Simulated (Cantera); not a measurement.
Charge: 1 mol SiHCl₃, 21 mol N₂, equilibrated at 77000 Pa.

Method: chemical equilibrium by Gibbs-energy minimisation in Cantera with the NASA 1993 tables (ideal gas, pure condensed phases). Candidate condensed phases: NH₄Cl, Si, Si₃N₄; 28 gas species. N₂ is the only nitrogen source here; it is nearly inert below about 1500 K, so the nitride shown seldom forms there in practice. The numbers say what is thermodynamically allowed, not how fast it happens.

Over these rows the condensed part is Si₃N₄(s). Partial pressures as log10 of bar:

```
T (K)  1000/T (1/K)  log p SiCl₂  log p N₂  log p HCl  log p SiCl₄
-----  ------------  -----------  --------  ---------  -----------
1200         0.8333        -5.07     -0.14      -1.53        -1.73
1300         0.7692        -4.14     -0.14      -1.53        -1.74
1400         0.7143        -3.36     -0.14      -1.53        -1.76
1500         0.6667        -2.70     -0.14      -1.53        -1.82
1600         0.6250            ?     -0.15      -1.53        -1.96
1700         0.5882        -1.79     -0.15      -1.55        -2.27
```

### Question
Fit log p(SiCl₂) = a + b·(1000/T) to the five rows, give the apparent enthalpy, and predict the row at 1600 K.

### Answer
Means: 1000/T = 0.7143, log p = -3.412. Sxy = -0.475695, Sxx = 0.0353420, so b = -13.46 and a = -3.412 − (-13.46)×0.7143 = 6.20.
Apparent enthalpy: −19.145 × (-13.46) = 258 kJ/mol. With the condensed phases at unit activity, 1/6 Si₃N₄(s) + 1/2 SiCl₄(g) = SiCl₂(g) + 1/3 N₂(g) links this pressure to the main gases: over the six rows their terms move log p by -0.27 in all, so the slope isn't that reaction's ΔH° alone. The five rows lie within 0.07 of the line.
Prediction at 1600 K: 6.20 + (-13.46)×0.6250 = -2.21. The computed value is -2.17, 0.04 from the line.
